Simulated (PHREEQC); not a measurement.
A column of 0.5 m (30 cells, dispersivity 0.025 m, 3600 s a shift, diffusion coefficient 3e-10 m²/s) holds 0.039 eq of the database's cation exchanger X per kg of pore water, first in equilibrium with 0.069 mol MgSO4, 0.029 mol KBr and 1e-05 mol HCl per kg of water. It is flushed with 0.017 mol KCl, 0.0032 mol NH4Cl, 0.015 mol Na2SO4 and 1e-05 mol HCl per kg of water, at 25 °C. Values are for the last cell. No CO2 enters from the air. Nothing may precipitate in this run.

Computed with PHREEQC (ion-association model, phreeqc.dat).

```tsv
pore volumes	Na in solution (mol/kgw)	NH4 in solution (mol/kgw)	Br in solution (mol/kgw)	Cl in solution (mol/kgw)	Mg in solution (mol/kgw)	KX on the exchanger (mol/kgw)
0	0	0	0.0290	1.00e-5	0.0690	0.0115
0.2833	6.40e-8	2.23e-10	0.0290	1.02e-5	0.0690	0.0115
0.4167	3.63e-5	4.02e-7	0.0289	6.70e-5	0.0688	0.0115
0.55	0.000580	?	0.0279	0.000747	0.0668	0.0115
0.8167	0.00599	0.000184	?	0.00630	0.0498	0.0114
1.083	0.0140	0.000532	0.00986	0.0133	0.0282	0.0112
1.217	0.0172	?	0.00628	0.0158	?	0.0111
1.35	0.0198	0.000873	0.00382	0.0175	0.0152	0.0111
1.617	0.0235	0.00120	0.00128	0.0193	0.00923	0.0114
1.883	0.0258	0.00153	0.000396	0.0199	0.00648	0.0121
2.017	0.0267	0.00169	0.000215	0.0201	0.00563	0.0126
2.15	?	0.00185	0.000115	0.0201	0.00497	0.0131
2.417	0.0283	0.00214	3.25e-5	0.0202	0.00398	0.0143
2.683	0.0288	0.00238	8.92e-6	0.0202	0.00324	0.0156
2.817	0.0290	?	4.65e-6	0.0202	0.00293	0.0163
2.95	0.0291	0.00256	2.41e-6	0.0202	0.00265	0.0169
3.217	0.0293	0.00271	6.44e-7	0.0202	0.00218	0.0181
3.483	0.0295	0.00282	1.71e-7	0.0202	0.00179	0.0192
3.617	0.0295	0.00286	8.76e-8	0.0202	0.00162	0.0198
3.75	0.0296	0.00290	4.49e-8	0.0202	0.00147	0.0202
4.017	0.0297	0.00296	1.18e-8	0.0202	0.00121	0.0211
```

### Question
What belongs in the gaps?

### Answer

- 0.55, NH4 in solution (mol/kgw): 1.10e-5
- 0.8167, Br in solution (mol/kgw): 0.0200
- 1.217, NH4 in solution (mol/kgw): 0.000707
- 1.217, Mg in solution (mol/kgw): 0.0206
- 2.15, Na in solution (mol/kgw): 0.0273
- 2.817, NH4 in solution (mol/kgw): 0.00248

Species that the database lacks are ignored.
